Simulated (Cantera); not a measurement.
A freely propagating, adiabatic, planar premixed flame of H₂ : O₂ : N₂ : H₂O = 1 : 0.781 : 2.94 : 0.5 (molar parts), equivalence ratio 0.64, unburnt at 473 K and 1.01 bar; unity-Lewis-number transport, grid criteria slope 0.08 and curve 0.16, no radiation.

Cantera simulation using the H2/O2 subset of GRI-Mech 3.0, which has no nitrogen chemistry; the numbers are that mechanism's predictions, not measurements. Unity Lewis numbers drop preferential diffusion, which matters most where H2 and H carry the flame. Burning velocities carry a grid error of a few per cent, more on coarse grids. Lean hydrogen flames are cellular in practice and burn faster than this planar one.

Problem. Predict: laminar burning velocity; thermal thickness; peak x(OH); peak x(HO₂); peak x(H).

Solution. 
```json
{
  "laminar_burning_velocity": "180 cm/s",
  "thermal_thickness": "0.288 mm",
  "peak x(OH)": "0.00938",
  "peak x(HO₂)": "0.000328",
  "peak x(H)": "0.0170"
}
```
